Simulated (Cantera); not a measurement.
## Thermodynamics of carbothermic reduction, feed Fe2O3 + C + CO

Input: 1 mol Fe2O3, 2.7 mol C, 0.57 mol CO, at 2252 °C.

These are equilibrium values from Cantera (NASA tables, ideal gas, pure condensed phases), not measurements of a reactor. Candidate condensed phases: C, Fe, Fe(CO)5, FeO, Fe2O3, Fe3O4; 15 gas species. Each liquid is taken as pure. Mutual solubility and eutectic melting of coexisting phases are not modelled. The tables' stoichiometric FeO is somewhat more stable than real wüstite, so its field is too wide. FeO: taken at fixed stoichiometry. Kinetics and transport are ignored.

```json
[
 {"P (Pa)": "10", "log p CO": "-4.23", "log p Fe": "-4.44", "log p CO2": "-6.39", "log p O": "-5.32", "log p FeO": "-7.08", "n Fe(l)": "0", "n FeO(l)": "0"},
 {"P (Pa)": "68", "log p CO": "-3.40", "log p Fe": "-3.61", "log p CO2": "-4.93", "log p O": "-4.69", "log p FeO": "-5.61", "n Fe(l)": "0", "n FeO(l)": "0"},
 {"P (Pa)": "460", "log p CO": "-2.58", "log p Fe": "-2.77", "log p CO2": "-3.78", "log p O": "-4.37", "log p FeO": "-4.45", "n Fe(l)": "0", "n FeO(l)": "0"},
 {"P (Pa)": "3200", "log p CO": "-1.74", "log p Fe": "-1.93", "log p CO2": "-2.84", "log p O": "-4.27", "log p FeO": "-3.51", "n Fe(l)": "0", "n FeO(l)": "0"},
 {"P (Pa)": "22000", "log p CO": "-0.77", "log p Fe": "-1.44", "log p CO2": "-1.88", "log p O": "-4.27", "log p FeO": "-3.02", "n Fe(l)": "1.29", "n FeO(l)": "0.0435"},
 {"P (Pa)": "150000", "log p CO": "0.13", "log p Fe": "-1.44", "log p CO2": "-0.97", "log p O": "-4.27", "log p FeO": "-3.02", "n Fe(l)": "1.86", "n FeO(l)": "0.0597"},
 {"P (Pa)": "1000000", "log p CO": "0.97", "log p Fe": "-1.44", "log p CO2": "-0.14", "log p O": "-4.27", "log p FeO": "-3.02", "n Fe(l)": "1.93", "n FeO(l)": "0.0617"}
]
```
log p: log10 of the partial pressure in bar; n: condensed amount in mol.

From 10.0 Pa to 32.0 mbar nothing is condensed. From 0.220 bar to 10.0 bar the condensed part is Fe(l) + FeO(l). The main Fe-bearing gas is Fe throughout.
